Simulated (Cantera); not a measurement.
Cantera run:

```python
import numpy as np
import cantera as ct

gas_names = """
    CL CLO CL2 H HCL HNO HNO2 HNO3 HOCL HO2 H2 H2O H2O2 Mg MgCL MgCL2 MgH MgN MgO MgOH MgO2H2 Mg2 N NH
    NH2 NH3 NH2OH NO NO2 NO3 N2 N2H2 N2H4 N2O O OH O2 O3
""".split()
cond_names = """
    H2O(s) H2O(L) Mg(cr) Mg(L) MgCL2(s) MgCL2(L) MgO(s) MgO(L) MgO2H2(s) NH4CL(a) NH4CL(b)
""".split()


def load(file, names, dense=False):
    # The tables refer to 1 bar. Condensed volumes are neglected.
    table = {s.name: s for s in ct.Species.list_from_file(file)}
    out = []
    for n in names:
        d = dict(table[n].input_data)
        d["thermo"] = dict(d["thermo"], **{"reference-pressure": 1e5})
        if dense:
            d["equation-of-state"] = {"model": "constant-volume", "density": "1e6 g/cm^3"}
        out.append(ct.Species.from_dict(d))
    return out


gas = ct.Solution(thermo="ideal-gas", species=load("nasa_gas.yaml", gas_names))
cond = {s.name: ct.Solution(thermo="fixed-stoichiometry", species=[s], name=s.name)
        for s in load("nasa_condensed.yaml", cond_names, dense=True)}
atoms = {
    'MgO': {'Mg': 1, 'O': 1},
    'HCl': {'H': 1, 'CL': 1},
    'N2': {'N': 2},
}
top_T = {}  # K; cautious upper limits of use, not melting points


def equilibrate(T, P, feed):
    n = {}
    for name, mol in feed.items():
        for a, k in atoms[name].items():
            n[a] = n.get(a, 0.0) + k * mol
    gas.TPX = T, P, n
    mass = sum(n.values()) * gas.mean_molecular_weight
    gas.equilibrate("TP")
    valid = [c for c in cond.values() if c.min_temp <= T <= top_T.get(c.name, c.max_temp)]
    mix = ct.Mixture([(gas, mass / gas.mean_molecular_weight)] + [(c, 0.0) for c in valid])
    mix.T, mix.P = T, P
    mix.equilibrate("TP", solver="vcs", rtol=1e-11, max_steps=5000)
    return mix


results = []
T = 1798  # K
P = 10000  # Pa
for m in [7, 9.1, 12, 16, 20, 27, 35]:
    feed = {'MgO': 1, 'HCl': m, 'N2': 23}  # mol
    mix = equilibrate(T, P, feed)
    results.append((T, P, feed, dict(zip(mix.species_names, mix.species_moles))))
    x = sorted(zip(gas.X, gas.species_names), reverse=True)
    print(f"T = {T:g} K  P = {P:g} Pa  n(HCl) = {m:g} mol  gas = {mix.phase_moles(0):.4g} mol")
    print("   x: " + "  ".join(f"{s} {v:.3e}" for v, s in x if v > 1e-05))
    print("   condensed (mol): " + ("  ".join(f"{mix.phase(i).name} {mix.phase_moles(i):.4g}"
          for i in range(1, mix.n_phases) if mix.phase_moles(i) > 1e-12) or "none"))
```

Output:

```
T = 1798 K  P = 10000 Pa  n(HCl) = 7 mol  gas = 30.05 mol
   x: N2 7.653e-01  HCL 1.670e-01  MgCL2 3.124e-02  H2O 3.114e-02  CL 3.397e-03  H2 1.757e-03  OH 5.437e-05  H 4.667e-05  NO 2.631e-05  CL2 1.178e-05
   condensed (mol): MgO(s) 0.06106
T = 1798 K  P = 10000 Pa  n(HCl) = 9.1 mol  gas = 32.17 mol
   x: N2 7.150e-01  HCL 2.166e-01  MgCL2 3.108e-02  H2O 3.100e-02  CL 4.053e-03  H2 2.076e-03  H 5.073e-05  OH 4.980e-05  NO 2.142e-05  CL2 1.677e-05
   condensed (mol): none
T = 1798 K  P = 10000 Pa  n(HCl) = 12 mol  gas = 35.09 mol
   x: N2 6.555e-01  HCL 2.801e-01  MgCL2 2.850e-02  H2O 2.843e-02  CL 4.823e-03  H2 2.452e-03  H 5.513e-05  OH 4.203e-05  CL2 2.375e-05  NO 1.593e-05
   condensed (mol): none
T = 1798 K  P = 10000 Pa  n(HCl) = 16 mol  gas = 39.11 mol
   x: N2 5.880e-01  HCL 3.523e-01  MgCL2 2.557e-02  H2O 2.552e-02  CL 5.626e-03  H2 2.849e-03  H 5.943e-05  OH 3.499e-05  CL2 3.231e-05  NO 1.165e-05
   condensed (mol): none
T = 1798 K  P = 10000 Pa  n(HCl) = 20 mol  gas = 43.14 mol
   x: N2 5.332e-01  HCL 4.110e-01  MgCL2 2.318e-02  H2O 2.314e-02  CL 6.238e-03  H2 3.154e-03  H 6.253e-05  CL2 3.972e-05  OH 3.015e-05
   condensed (mol): none
T = 1798 K  P = 10000 Pa  n(HCl) = 27 mol  gas = 50.18 mol
   x: HCL 4.911e-01  N2 4.584e-01  MgCL2 1.993e-02  H2O 1.990e-02  CL 7.026e-03  H2 3.550e-03  H 6.634e-05  CL2 5.040e-05  OH 2.444e-05
   condensed (mol): none
T = 1798 K  P = 10000 Pa  n(HCl) = 35 mol  gas = 58.23 mol
   x: HCL 5.590e-01  N2 3.950e-01  MgCL2 1.717e-02  H2O 1.715e-02  CL 7.659e-03  H2 3.871e-03  H 6.927e-05  CL2 5.989e-05  OH 2.017e-05
   condensed (mol): none
```

Equilibrium computed with Cantera from the NASA thermochemical tables; the gas is ideal and each condensed phase is pure.
